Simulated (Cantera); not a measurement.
Input: 1 mol Si₃N₄, a varied amount of HF, 2 mol H₂, at 952 °C and 13.3 mbar.

Cantera equilibrium calculation (NASA polynomials, part measured and part estimated; ideal gas, pure solids and liquids). Candidate condensed phases: Si, Si₃N₄; 37 gas species. The tables' values for SiF₃, SiF₂ are old estimates; treat these amounts as uncertain. Kinetics and transport are ignored.

log p: log10 of the partial pressure in bar; n: condensed amount in mol.

```
n(HF) (mol)  log p H₂  log p SiF₄  log p N₂  log p HF  n Si₃N₄(s)
-----------  --------  ----------  --------  --------  ----------
1.7             -1.97       -2.81     -2.97     -4.41           …
2.9             -2.01       -2.69     -2.86     -4.38           …
4               -2.03       -2.64     -2.80     -4.37           …
5.2             -2.04       -2.60     -2.77     -4.36           …
6.3             -2.06       -2.58     -2.74     -4.36           …
7.4             -2.06       -2.56     -2.73     -4.36           …
8.6             -2.07       -2.54     -2.71     -4.36           …
9.7             -2.08       -2.53     -2.70     -4.35           …
11              -2.08       -2.52     -2.69     -4.35           …
12              -2.09       -2.52     -2.69     -4.34           0
13              -2.12       -2.54     -2.72     -3.02           0
```

Task: Fill in the missing entries.

Result: 
- 1.7, n Si₃N₄(s): 0.858
- 2.9, n Si₃N₄(s): 0.758
- 4, n Si₃N₄(s): 0.667
- 5.2, n Si₃N₄(s): 0.567
- 6.3, n Si₃N₄(s): 0.475
- 7.4, n Si₃N₄(s): 0.383
- 8.6, n Si₃N₄(s): 0.283
- 9.7, n Si₃N₄(s): 0.192
- 11, n Si₃N₄(s): 0.0832
